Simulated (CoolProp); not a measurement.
Saturated liquid density (kg/m³) of CH3F (R41): the reference equation beside estimates from Tc = 317.3 K, pc = 5906 kPa, ω = 0.200.

The numbers come from the reference Helmholtz-energy equation of state, Lemmon 2006 in CoolProp. It is a short technical equation, of lower accuracy than the large ones.

```csv
T (K),reference,Soave-Redlich-Kwong,Peng-Robinson
212.6,842.7,668.0,755.8
224.4,815.6,644.9,730.4
236.1,?,?,?
247.8,756.1,591.5,671.1
259.5,722.6,560.2,635.7
271.2,685.4,524.5,595.1
282.9,642.9,483.2,547.4
294.6,592.0,433.4,489.3
```

### Question
Complete the blanks.

### Answer

- 236.1, reference: 786.9
- 236.1, Soave-Redlich-Kwong: 619.6
- 236.1, Peng-Robinson: 702.5

Absolute difference from the reference over all 8 rows, mean and median: Soave-Redlich-Kwong 22.8 and 22.1 %, Peng-Robinson 12.5 and 11.6 %.
